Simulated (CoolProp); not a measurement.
Aqueous potassium carbonate as a coolant, 22 % by mass, freezing at -10.2 °C, 1 atm.

Computed with CoolProp (Melinder's fits for secondary coolants).

| T (°C) | Prandtl number | cp (kJ/(kg K)) | viscosity (mPa s) | conductivity (W/(m K)) |
|---|---|---|---|---|
| -3.4 | 19.6 | 3.198 | 3.31 | 0.539 |
| 2.6 | 16.3 | 3.207 | 2.78 | 0.548 |
| 8.5 | 13.8 | 3.216 | 2.39 | 0.558 |
| 14.4 | 11.8 | 3.225 | 2.08 | 0.568 |
| 20.4 | 10.2 | 3.234 | 1.82 | 0.578 |
| 26.3 | 8.93 | 3.242 | 1.62 | 0.588 |
| 32.2 | 7.86 | 3.250 | 1.44 | 0.597 |
| 38.2 | 6.92 | 3.259 | 1.29 | 0.608 |
